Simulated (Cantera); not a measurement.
Charge: 1 mol SiHCl3, 0.88 mol CH4, 22 mol H2, at 24.0 mbar.

These are equilibrium values from Cantera (NASA tables, ideal gas, pure condensed phases), not measurements of a reactor. Candidate condensed phases: C, C6H6, C7H8, C8H18, Si, SiC; 109 gas species. The tables' values for SiCl are old estimates; treat these amounts as uncertain. Gases not in the tables: Si2H6 and higher silanes. Kinetics and transport are ignored.

### Question
At 2173 K, list the 5 most abundant gas species with their mole fractions, and the condensed phases.

### Answer
H2 0.858, HCl 0.104, H 0.0288, SiCl2 0.00378, Cl 0.00255. Condensed: SiC(s).
